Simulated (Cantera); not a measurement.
Feed: 1 mol Al, 1.1 mol Br₂, 0.16 mol N₂, equilibrated at 0.690 bar.

These are equilibrium values from Cantera (NASA tables, ideal gas, pure condensed phases), not measurements of a reactor. Candidate condensed phases: Al, AlBr₃, AlN, Br₂; 10 gas species. Rates play no part. All values below are at 902 °C.

Base state: AlBr₃ 0.961, N₂ 0.0352, Al₂Br₆ 0.00402, Br 2.07e-5 (mole fractions); condensed: AlN(s).

Task: What changes in the equilibrium state with this change: Br₂ from 1.1 to 0.49 mol?

Result: 
```tsv
species	before	after
AlBr₃	0.961	0.969
AlBr	1.96e-7	0.0264
Al₂Br₆	0.00402	0.00409
N₂	0.0352	<1e-9
Br	2.07e-5	5.67e-8
AlN(s), mol	0.267	0.320
Al(l), mol	0	0.347
```
Mutual solubility and eutectic melting of coexisting phases are not modelled.
